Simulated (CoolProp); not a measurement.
Saturation properties of octamethylcyclotetrasiloxane (D4) (Tc = 586.5 K, pc = 1.347 MPa, ω = 0.598).

Computed with CoolProp (reference Helmholtz-energy equation of state, Thol 2015).

| T (K) | p (MPa) | liquid density (kg/m³) | vapour density (kg/m³) | liquid cp (kJ/(kg K)) | surface tension (mN/m) |
|---|---|---|---|---|---|
| 456.3 | 0.1218 | 754.8 | 10.44 | 2.016 | 6.90 |
| 471.3 | 0.1731 | 732.7 | 14.78 | 2.056 | 5.95 |
| 486.2 | 0.2390 | 709.5 | 20.49 | 2.099 | 5.04 |
| 501.2 | 0.3233 | 684.3 | 28.07 | 2.146 | 4.14 |
| 516.1 | 0.4280 | 657.0 | 38.04 | 2.200 | 3.29 |
| 531.1 | 0.5581 | 626.4 | 51.53 | 2.267 | 2.46 |
| 546.1 | 0.7172 | 590.7 | 70.28 | 2.362 | 1.68 |
| 561 | 0.9097 | 546.7 | 97.96 | 2.532 | 0.965 |
| 576 | 1.146 | 481.7 | 147.2 | 3.110 | 0.331 |

It boils at 448.9 K under 1 atm.

Surface tension comes from a separate correlation (Mulero 2014), older than this fluid's equation and unchecked against measurements.
